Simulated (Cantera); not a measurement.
A closed system holds: 1 mol B2O3, 1.9 mol HF, 0.57 mol F2, at 0.0150 Torr.

These are equilibrium values from Cantera (NASA tables, ideal gas, pure condensed phases), not measurements of a reactor. Candidate condensed phases: B, B2O3, B3O3H3, H2O; 43 gas species. Equilibrium is a limit: real reactors are often held back by kinetics, nucleation or transport. All values below are at 1675 K.

Base state: BOF 0.487, HF 0.320, O2 0.0740, H2O 0.0700, HBO2 0.0392, OH 0.00295, O 0.00208, BO2 0.00202 (mole fractions); condensed: gas only.

Problem. What changes in the equilibrium state with this change: pressure from 0.0150 Torr to 2.48 Torr?

Solution. 
```tsv
species	before	after
BOF	0.487	0.486
HF	0.320	0.317
O2	0.0740	0.0757
H2O	0.0700	0.0739
BF3	1.83e-5	0.00280
HBO2	0.0392	0.0416
H	0.000773	1.72e-5
BO	1.29e-5	2.87e-7
BOF2	6.85e-7	3.05e-5
O	0.00208	0.000164
H2	0.000887	7.21e-5
```
Gases not in the tables: H3BO3.

Problem. What changes in the equilibrium state with this change: B2O3 replaced by SiO2?

Solution. 
| species | before | after |
|---|---|---|
| HF | 0.320 | 0.765 |
| SiF4 | 0 | 0.116 |
| O2 | 0.0740 | 0.114 |
| BOF | 0.487 | 0 |
| HBO2 | 0.0392 | 0 |
| H2O | 0.0700 | 0.00117 |
| BO2 | 0.00202 | 0 |
| B2O3 | 0.00125 | 0 |
| SiF3 | 0 | 0.000303 |
| SiO2(β-quartz), mol | 0 | 0.713 |
The tables' values for SiF3, SiO2 are old estimates; treat these amounts as uncertain. The tables hold silica as quartz up to 1696 K and as liquid above; real silica turns to tridymite and cristobalite and melts near 1996 K. Further candidate phases: Si, SiO2.
